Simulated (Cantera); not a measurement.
What does this Cantera script print?

```python
import numpy as np
import cantera as ct

gas_names = """
    C CO CO2 C2 C2O C3 C3O2 C4 C5 Ca CaO Ca2 O O2 O3
""".split()
cond_names = """
    C(gr) Ca(a) Ca(b) Ca(L) CaCO3(caL) CaO(s) CaO(L)
""".split()


# ... load() reads the species with a 1 bar reference pressure and builds the phases ...
atoms = {
    'CaCO3': {'Ca': 1, 'C': 1, 'O': 3},
    'CO2': {'C': 1, 'O': 2},
    'O2': {'O': 2},
}
top_T = {'C(gr)': 4500}  # K; cautious upper limits of use, not melting points


# ... equilibrate(T, P, feed) seeds the gas with the atoms and calls Mixture.equilibrate('TP', solver="vcs", rtol=1e-11, max_steps=5000) ...
results = []
feed = {'CaCO3': 1, 'CO2': 0.11, 'O2': 15}  # mol
T = 1950  # K
P = 460  # Pa
mix = equilibrate(T, P, feed)
results.append((T, P, feed, dict(zip(mix.species_names, mix.species_moles))))
print(gas.report(threshold=0.0001))
for i in range(1, mix.n_phases):
    print(f"{mix.phase(i).name:16s} {mix.phase_moles(i):12.5e} mol")
```

Output:

```
       temperature   1950 K
          pressure   460 Pa
           density   0.00092793 kg/m^3
  mean mol. weight   32.706 kg/kmol
   phase of matter   gas

                          1 kg             1 kmol
                     ---------------   ---------------
          enthalpy        1.0417e+06        3.4069e+07  J
   internal energy        5.4595e+05        1.7856e+07  J
           entropy            9699.6        3.1723e+05  J/K
    Gibbs function       -1.7872e+07       -5.8453e+08  J
 heat capacity c_p              1197             39150  J/K
 heat capacity c_v            942.82             30836  J/K

                      mass frac. Y      mole frac. X     chem. pot. / RT
                     ---------------   ---------------   ---------------
                CO        0.00076626        0.00089472           -46.835
               CO2          0.091172          0.067755           -63.902
                 O         0.0031312         0.0064008           -17.067
                O2           0.90493           0.92495           -34.134
     [  +11 minor]        1.6951e-07        1.0837e-07

C(gr)             0.00000e+00 mol
Ca(L)             0.00000e+00 mol
CaO(s)            9.99998e-01 mol
```

Cantera equilibrium calculation (NASA polynomials, part measured and part estimated; ideal gas, pure solids and liquids).
